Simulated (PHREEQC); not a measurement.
Na2SO4 is added in steps, without added water, to 1 kg of water holding 0.06 mol NiSO4, 3.4e-05 mol KCl and 0.0021 mol HCl, at 25 °C. Oxygen alone is held at its pressure in air (log pO2 = -0.68). CO2 from the air is kept out. Solids allowed: Ni(OH)2, Ni4(OH)6SO4, Halite, Mirabilite, Morenosite. Others were left out.

Base run: PHREEQC, ion-association model, wateq4f.dat. Each further column changes one thing. The table gives pH.

| Na2SO4 added (mol) | base | KCl left out | temperature from 25 to 65 °C | diluted 2-fold with water | no solid may form |
|---|---|---|---|---|---|
| 0 | 3.11 | 3.11 | 3.35 | 3.30 | 3.11 |
| 0.003 | 3.12 | 3.12 | 3.37 | 3.32 | 3.12 |
| 0.006 | 3.13 | 3.13 | 3.39 | 3.34 | 3.13 |
| 0.009 | 3.14 | 3.14 | 3.40 | 3.36 | 3.14 |
| 0.012 | 3.15 | 3.15 | 3.42 | 3.38 | 3.15 |
| 0.015 | 3.16 | 3.16 | 3.43 | 3.39 | 3.16 |
| 0.018 | 3.17 | 3.17 | 3.44 | 3.41 | 3.17 |
| 0.021 | 3.18 | 3.18 | 3.46 | 3.42 | 3.18 |
| 0.024 | 3.19 | 3.19 | 3.47 | 3.43 | 3.19 |
| 0.027 | 3.20 | 3.20 | 3.48 | 3.44 | 3.20 |
| 0.03 | 3.21 | 3.21 | 3.49 | 3.46 | 3.21 |

 At this temperature some constants are extrapolated from 25 °C, and those without enthalpy data are left unchanged.
